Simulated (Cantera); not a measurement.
**Adiabatic ignition**

An adiabatic, constant-pressure homogeneous reactor starts with 13.5 % CH₄, 18.0 % O₂, 68.5 % N₂, equivalence ratio 1.5, at 1375 K and 6600 Torr.

Model: GRI-Mech 3.0 (53 species, 325 reactions), integrated in Cantera.

```json
[
 {"t (s)": "7.00e-6", "T (K)": "1375", "x CH₄": "0.135", "x O₂": "0.180", "x CH₃": "1.77e-6", "x HCO": "<1e-12", "x H₂": "9.14e-8", "x CH₂": "<1e-12"},
 {"t (s)": "2.83e-5", "T (K)": "1375", "x CH₄": "0.135", "x O₂": "0.180", "x CH₃": "1.22e-5", "x HCO": "2.28e-11", "x H₂": "1.27e-6", "x CH₂": "3.22e-12"},
 {"t (s)": "0.000114", "T (K)": "1376", "x CH₄": "0.135", "x O₂": "0.180", "x CH₃": "3.89e-5", "x HCO": "7.80e-10", "x H₂": "2.46e-5", "x CH₂": "3.21e-11"},
 {"t (s)": "0.000461", "T (K)": "1385", "x CH₄": "0.133", "x O₂": "0.178", "x CH₃": "7.49e-5", "x HCO": "1.33e-8", "x H₂": "0.000397", "x CH₂": "2.02e-10"},
 {"t (s)": "0.00186", "T (K)": "2715", "x CH₄": "2.35e-11", "x O₂": "0.000147", "x CH₃": "3.00e-11", "x HCO": "4.73e-7", "x H₂": "0.0733", "x CH₂": "4.07e-12"},
 {"t (s)": "0.00752", "T (K)": "2714", "x CH₄": "2.36e-11", "x O₂": "0.000146", "x CH₃": "3.02e-11", "x HCO": "4.73e-7", "x H₂": "0.0733", "x CH₂": "4.08e-12"},
 {"t (s)": "0.0304", "T (K)": "2714", "x CH₄": "2.36e-11", "x O₂": "0.000146", "x CH₃": "3.02e-11", "x HCO": "4.73e-7", "x H₂": "0.0733", "x CH₂": "4.08e-12"},
 {"t (s)": "0.123", "T (K)": "2714", "x CH₄": "2.36e-11", "x O₂": "0.000146", "x CH₃": "3.02e-11", "x HCO": "4.73e-7", "x H₂": "0.0733", "x CH₂": "4.08e-12"},
 {"t (s)": "0.495", "T (K)": "2714", "x CH₄": "2.36e-11", "x O₂": "0.000146", "x CH₃": "3.02e-11", "x HCO": "4.73e-7", "x H₂": "0.0733", "x CH₂": "4.08e-12"},
 {"t (s)": "2.00", "T (K)": "2714", "x CH₄": "2.36e-11", "x O₂": "0.000146", "x CH₃": "3.02e-11", "x HCO": "4.73e-7", "x H₂": "0.0733", "x CH₂": "4.08e-12"}
]
```
x: mole fraction; the columns are a selection and need not sum to one.

```yaml
time_of_steepest_temperature_rise: 0.920 ms
temperature at 2.00 s: 2714 K
equilibrium_temperature: 2714 K
x(CH₄) at 2.00 s: 2.36e-11 (gas-phase equilibrium 2.68e-11)
x(O₂) at 2.00 s: 0.000146 (gas-phase equilibrium 0.000146)
x(CH₃) at 2.00 s: 3.02e-11 (gas-phase equilibrium 3.42e-11)
```
